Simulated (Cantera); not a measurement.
An isothermal, constant-pressure homogeneous reactor starts with H2 : O2 : N2 = 0.36 : 1 : 0.32 (molar parts), equivalence ratio 0.18, at 1400 K and 0.00207 atm. Integrator tolerance rtol = 1e-08.

Computed with Cantera and the H2/O2 subset of GRI-Mech 3.0, which has no nitrogen chemistry. Radical loss at walls, strong at low pressure, is not modelled. The temperature is held fixed by assumption; the heat of reaction is taken as removed at once.

Q: What does this change do: temperature 1400 to 1300 K?

A: 
```tsv
quantity	before	after
x(H2) at 30.0 s	1.98e-5 (gas-phase equilibrium 3.22e-6)	1.00e-5 (gas-phase equilibrium 6.19e-7)
x(O2) at 30.0 s	0.546 (gas-phase equilibrium 0.547)	0.546 (gas-phase equilibrium 0.547)
x(O) at 30.0 s	9.46e-5 (gas-phase equilibrium 1.54e-5)	4.64e-5 (gas-phase equilibrium 2.87e-6)
x(H) at 30.0 s	2.93e-6 (gas-phase equilibrium 1.92e-7)	1.24e-6 (gas-phase equilibrium 1.91e-8)
x(OH) at 30.0 s	0.000704 (gas-phase equilibrium 0.000284)	0.000389 (gas-phase equilibrium 9.68e-5)
```
